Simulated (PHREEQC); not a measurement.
**Hard or scaling water**

Solution (25 °C): 0.87 mmol/kgw CaSO4 and 0.094 mmol/kgw CO2. Closed to the air; pH follows from the charge balance.

Computed with PHREEQC (ion-association model, phreeqc.dat).

| Item | Result |
|---|---|
| pH | 5.22 |
| ionic strength | 0.00321 mol/kgw |
| specific conductance | 208 µS/cm |

```csv
species,molality,activity,log γ
Ca+2,0.000800,0.000628,-0.105
SO4-2,0.000800,0.000627,-0.106
CO2,8.72e-5,8.72e-5,0.000
CaSO4,6.99e-5,7.00e-5,0.000
HCO3-,6.78e-6,6.38e-6,-0.026
H+,6.44e-6,6.08e-6,-0.025
HSO4-,3.94e-7,3.70e-7,-0.027
CaHCO3+,5.43e-8,5.11e-8,-0.026
CaHSO4+,2.98e-9,2.80e-9,-0.027
OH-,1.77e-9,1.66e-9,-0.027
```

Precipitation was switched off in this run. Complexes and solids missing from the database can't appear.
